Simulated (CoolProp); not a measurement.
A single-stage vapour-compression cycle with nitrous oxide: evaporating at 258.15 K (dew point), condensing at 296.15 K (bubble point), superheat 10 K, subcooling 2 K, compressor efficiency 0.85, no pressure losses. Each further row changes one setting.

Values from CoolProp's reference Helmholtz-energy equation of state, Lemmon 2006. It is a short technical equation, of lower accuracy than the large ones.

```
case                              cooling COP  pressure ratio  discharge temperature (K)  refrigerating effect (kJ/kg)  volumetric capacity (kJ/m³)
--------------------------------  -----------  --------------  -------------------------  ----------------------------  ---------------------------
as stated                                3.86            2.60                      343.9                           197                         9920
evaporating temperature 263.15 K         4.63            2.26                      338.0                           198                        11500
condensing temperature 291.15 K          4.73            2.32                      334.1                           210                        10600
subcooling 7 K                           4.15            2.60                      343.9                           212                        10600
superheat 20 K                           3.83            2.60                      356.0                           209                         9830
compressor efficiency 0.75               3.41            2.60                      349.2                           197                         9920
```
